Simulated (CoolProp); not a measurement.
A single-stage vapour-compression cycle with R410A: evaporating at 235.15 K (dew point), condensing at 284.15 K (bubble point), superheat 8 K, subcooling 0 K, compressor efficiency 0.7, no pressure losses. Each further row changes one setting.

Computed with CoolProp (reference Helmholtz-energy equation of state, Lemmon 2003). It is a pseudo-pure fit of the blend.

| case | cooling COP | pressure ratio | discharge temperature (K) | refrigerating effect (kJ/kg) | volumetric capacity (kJ/m³) |
|---|---|---|---|---|---|
| as stated | 2.63 | 5.86 | 344.3 | 196 | 1430 |
| evaporating temperature 240.15 K | (withheld) | (withheld) | (withheld) | (withheld) | 1780 |
| condensing temperature 279.15 K | 3.01 | (withheld) | 335.3 | 204 | 1480 |
| subcooling 5 K | 2.73 | 5.86 | 344.3 | 204 | 1480 |
| superheat 18 K | (withheld) | 5.86 | (withheld) | 204 | 1410 |
| compressor efficiency 0.6 | 2.25 | 5.86 | (withheld) | 196 | 1430 |

Problem. Some entries are withheld; supply them.

Solution. 
- evaporating temperature 240.15 K, cooling COP: 3.06
- evaporating temperature 240.15 K, pressure ratio: 4.72
- evaporating temperature 240.15 K, discharge temperature (K): 337.3
- evaporating temperature 240.15 K, refrigerating effect (kJ/kg): 198
- condensing temperature 279.15 K, pressure ratio: 5.05
- superheat 18 K, cooling COP: 2.61
- superheat 18 K, discharge temperature (K): 356.6
- compressor efficiency 0.6, discharge temperature (K): 356.9
